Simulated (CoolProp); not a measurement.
Properties of octamethyltrisiloxane (MDM) along the isotherm 461.3 K.

Values from CoolProp's reference Helmholtz-energy equation of state, Thol 2017.

| p (MPa) | phase | density (kg/m³) | cv (kJ/(kg K)) | Joule-Thomson coefficient (K/MPa) | fugacity coefficient |
|---|---|---|---|---|---|
| 0.00682 | gas | 0.4220 | 1.803 | 16.74 | 0.9966 |
| 0.0121 | gas | 0.7508 | 1.804 | 16.83 | 0.9939 |
| 0.0216 | gas | 1.347 | 1.805 | 16.99 | 0.9892 |
| 0.0383 | gas | 2.409 | 1.806 | 17.28 | 0.9808 |
| 0.0682 | gas | 4.360 | 1.809 | 17.84 | 0.9658 |
| 0.121 | gas | 7.979 | 1.814 | 18.98 | 0.9393 |
| 0.216 | gas | 15.19 | (withheld) | 21.67 | 0.8913 |
| 0.383 | liquid | 628.3 | 1.877 | 0.05521 | 0.5508 |
| 0.682 | liquid | (withheld) | 1.877 | 0.03501 | 0.3185 |
| 1.21 | liquid | 634.2 | 1.876 | (withheld) | 0.1890 |
| 2.16 | liquid | 640.2 | 1.876 | -0.04431 | 0.1161 |

Some entries are withheld; supply them.


- 0.216, cv (kJ/(kg K)): 1.824
- 0.682, density (kg/m³): 630.5
- 1.21, Joule-Thomson coefficient (K/MPa): 0.003202
